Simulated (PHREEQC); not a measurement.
A PHREEQC speciation (ion-association model, wateq4f.dat) at 25 °C gives pH 2.83 and these molalities:

```json
[
 {"species": "H3BO3", "mol/kgw": "0.00191"},
 {"species": "HF", "mol/kgw": "0.00181"},
 {"species": "H+", "mol/kgw": "0.00159"},
 {"species": "Cu+2", "mol/kgw": "0.00107"},
 {"species": "SO4-2", "mol/kgw": "0.000976"},
 {"species": "F-", "mol/kgw": "0.000892"},
 {"species": "BF4-", "mol/kgw": "0.000580"},
 {"species": "BF3OH-", "mol/kgw": "0.000117"},
 {"species": "CuSO4", "mol/kgw": "0.000114"},
 {"species": "HSO4-", "mol/kgw": "0.000110"},
 {"species": "BF2(OH)2-", "mol/kgw": "8.85e-5"},
 {"species": "CuF+", "mol/kgw": "1.27e-5"},
 {"species": "H2F2", "mol/kgw": "8.59e-6"},
 {"species": "HF2-", "mol/kgw": "6.22e-6"},
 {"species": "BF(OH)3-", "mol/kgw": "6.81e-7"}
]
```

Question: What are the element totals, and what could have been dissolved in 1 kg of water to give them?

Answer: This is not unique; one that fits is totals B 0.00270, Cu(2) 0.00120, F 0.00560, S(6) 0.00120 mol/kgw, from 0.0012 mol CuSO4, 0.0014 mol HBF4 and 0.0013 mol H3BO3 per kg of water.

Precipitation was switched off in this run. Real BF4- forms and hydrolyses slowly; the run takes it at equilibrium.
